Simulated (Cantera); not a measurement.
Input: 1 mol Si, 2.4 mol CO, 50 mol H2, equilibrated at 1198 K and 12.0 bar.

Cantera equilibrium calculation (NASA polynomials, part measured and part estimated; ideal gas, pure solids and liquids). The tables hold silica as quartz up to 1696 K and as liquid above; real silica turns to tridymite and cristobalite and melts near 1996 K. Equilibrium is a limit: real reactors are often held back by kinetics, nucleation or transport.

```json
[
 {"species": "H2", "before": "0.946", "after": "0.949"},
 {"species": "CH4", "before": "0.0461", "after": "0.0450"},
 {"species": "H2O", "before": "0.00440", "after": "0.00335"},
 {"species": "CO2", "before": "1.33e-5", "after": "7.47e-6"},
 {"species": "CO", "before": "0.00391", "after": "0.00288"},
 {"species": "SiO2(β-quartz), mol", "before": "1.00", "after": "1.00"}
]
```
Gas species are given as mole fractions.

Task: What was changed between the two runs?
A) CO from 2.4 to 2.3 mol
B) temperature from 1198 K to 1473 K
C) temperature from 1198 K to 1525 K
D) temperature from 1198 K to 1498 K

Result: A, CO from 2.4 to 2.3 mol
